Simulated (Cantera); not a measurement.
Equilibrium for titanium nitride, carbide and oxide coatings: Ti + C3H8

Input: 1 mol Ti, 0.15 mol C3H8, equilibrated at 1.00 bar.

Cantera equilibrium calculation (NASA polynomials, part measured and part estimated; ideal gas, pure solids and liquids). Candidate condensed phases: C, C6H6, C7H8, C8H18, Ti, TiC; 77 gas species. Mutual solubility and eutectic melting of coexisting phases are not modelled. TiC: taken at fixed stoichiometry. Condensed phases not in the tables: N, O or C dissolved in the metal. Kinetics and transport are ignored.

```tsv
T (K)	log p H2	log p H	log p Ti	log p CH4	log p CH3	n Ti(β)	n TiC(s)	n Ti(l)
1798	0.00	-3.45	-6.32	-7.80	-9.94	0.550	0.450	0
1848	0.00	-3.28	-5.97	-7.72	-9.69	0.550	0.450	0
1898	0.00	-3.11	-5.63	-7.64	-9.45	0.550	0.450	0
1948	0.00	-2.95	-5.31	-7.57	-9.22	0	0.450	0.550
1998	0.00	-2.80	-5.01	-7.49	-8.99	0	0.450	0.550
2048	0.00	-2.65	-4.74	-7.42	-8.77	0	0.450	0.550
2098	0.00	-2.51	-4.47	-7.35	-8.57	0	0.450	0.550
2148	0.00	-2.38	-4.22	-7.28	-8.37	0	0.450	0.550
```
log p: log10 of the partial pressure in bar; n: condensed amount in mol.

From 1798 K to 1898 K the condensed part is Ti(β) + TiC(s). From 1948 K to 2148 K the condensed part is Ti(l) + TiC(s). The main Ti-bearing gas is Ti throughout.
